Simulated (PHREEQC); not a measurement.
Dissolve 0.0069 mol CuCl2, 0.099 mol HCl and 0.059 mol FeCl3 per kg of water at 15 °C. Closed to the air; pH follows from the charge balance.

The numbers come from PHREEQC with the ion-association model, phreeqc.dat.

No solid was allowed to form.

Order these Cu species by the share of Cu that they hold, largest first: CuCl+, CuCl2, Cu+2.

Cu+2 (90 %), CuCl+ (9.9 %), CuCl2 (0.49 %)

Order these Cl species by the share of Cl that they hold, largest first: FeCl2+, Cl-, CuCl+, FeCl3, FeCl+2.

Cl- (82 %), FeCl+2 (10.0 %), FeCl2+ (7.2 %), CuCl+ (0.24 %), FeCl3 (0.12 %)

The pH is 1.11 and the ionic strength 0.332 mol/kgw. Examples of supersaturated solids here: Hematite (slow to form), Goethite (slow to form). Others may be too.
